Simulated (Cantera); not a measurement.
## Ignition delay

Mixture: CH3OH : O2 : N2 = 1 : 1.97 : 7.42 (molar parts), equivalence ratio 0.76, at 9.87 atm, adiabatic and at constant pressure. Ignition delay is the time to a rise of 400 K.

Cantera simulation using GRI-Mech 3.0 (53 species, 325 reactions); the numbers are that mechanism's predictions, not measurements. GRI-Mech 3.0 was tuned for natural gas; its chemistry of methanol as a main component is partial and can be far from experiment.

```csv
T0 (K),delay (ms)
1000,90.9
1075,16.6
1150,3.80
1225,1.05
1300,0.341
1375,0.129
1450,0.0556
1525,0.0269
```

```yaml
apparent activation energy between 1375 and 1525 K: 180 kJ/mol
```
